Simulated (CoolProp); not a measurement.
Properties of 1,2-dichloroethane along the isotherm 19.35 °C (Tc = 288.4 °C, pc = 5226 kPa, ω = 0.269).

Values from CoolProp's reference Helmholtz-energy equation of state, Thol 2015.

| p (kPa) | phase | cp (kJ/(kg K)) | fugacity coefficient |
|---|---|---|---|
| 1870 | liquid | 1.297 | 0.004513 |
| 3730 | liquid | 1.295 | 0.002403 |
| 5600 | liquid | 1.294 | 0.001701 |
| 7470 | liquid | 1.292 | 0.001354 |
| 9330 | liquid | 1.291 | 0.001151 |
| 11200 | liquid | 1.289 | 0.001019 |
| 13100 | liquid | 1.288 | 0.0009258 |
| 14900 | liquid | 1.286 | 0.0008624 |
| 16800 | liquid | 1.285 | 0.0008130 |
| 18700 | liquid | 1.284 | 0.0007762 |
| 20500 | liquid | 1.283 | 0.0007501 |
| 22400 | liquid | 1.281 | 0.0007295 |
| 24300 | liquid | 1.280 | 0.0007145 |
| 26100 | liquid | 1.279 | 0.0007045 |
